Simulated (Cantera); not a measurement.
# BF3 + O2 (boron, boron nitride and boron oxide)

A closed system holds: 1 mol BF3, 0.69 mol O2, held at 9.00 mbar.

Equilibrium computed with Cantera from the NASA thermochemical tables; the gas is ideal and each condensed phase is pure. Candidate condensed phases: B, B2O3; 21 gas species. The tables' values for BF2 are old estimates; treat these amounts as uncertain. The numbers say what is thermodynamically allowed, not how fast it happens.

```json
[
 {"T (K)": "1375", "x BF3": "0.592", "x O2": "0.408", "x F": "4.28e-5", "x BOF": "1.97e-5", "x O": "4.29e-6", "x BOF2": "3.28e-6"},
 {"T (K)": "1450", "x BF3": "0.592", "x O2": "0.408", "x F": "0.000122", "x BOF": "5.79e-5", "x O": "1.35e-5", "x BOF2": "6.53e-6"},
 {"T (K)": "1525", "x BF3": "0.591", "x O2": "0.408", "x F": "0.000316", "x BOF": "0.000152", "x O": "3.81e-5", "x BOF2": "1.21e-5"},
 {"T (K)": "1600", "x BF3": "0.591", "x O2": "0.408", "x F": "0.000749", "x BOF": "0.000364", "x O": "9.76e-5", "x BOF2": "2.12e-5"},
 {"T (K)": "1675", "x BF3": "0.590", "x O2": "0.407", "x F": "0.00164", "x BOF": "0.000804", "x O": "0.000230", "x BOF2": "3.53e-5"},
 {"T (K)": "1750", "x BF3": "0.588", "x O2": "0.406", "x F": "0.00337", "x BOF": "0.00166", "x O": "0.000502", "x BOF2": "5.61e-5"},
 {"T (K)": "1825", "x BF3": "0.585", "x O2": "0.404", "x F": "0.00652", "x BOF": "0.00321", "x O": "0.00103", "x BOF2": "8.57e-5"},
 {"T (K)": "1900", "x BF3": "0.580", "x O2": "0.400", "x F": "0.0119", "x BOF": "0.00590", "x O": "0.00199", "x BOF2": "0.000126"},
 {"T (K)": "1975", "x BF3": "0.571", "x O2": "0.394", "x F": "0.0208", "x BOF": "0.0103", "x O": "0.00365", "x BOF2": "0.000179"},
 {"T (K)": "2050", "x BF3": "0.557", "x O2": "0.384", "x F": "0.0347", "x BOF": "0.0172", "x O": "0.00636", "x BOF2": "0.000244"},
 {"T (K)": "2125", "x BF3": "0.536", "x O2": "0.370", "x F": "0.0553", "x BOF": "0.0274", "x O": "0.0106", "x BOF2": "0.000322"},
 {"T (K)": "2200", "x BF3": "0.507", "x O2": "0.349", "x F": "0.0845", "x BOF": "0.0420", "x O": "0.0168", "x BOF2": "0.000408"}
]
```
x: gas mole fraction; nothing condenses.

From 1375 K to 2200 K nothing is condensed. The main B-bearing gas is BF3 throughout.
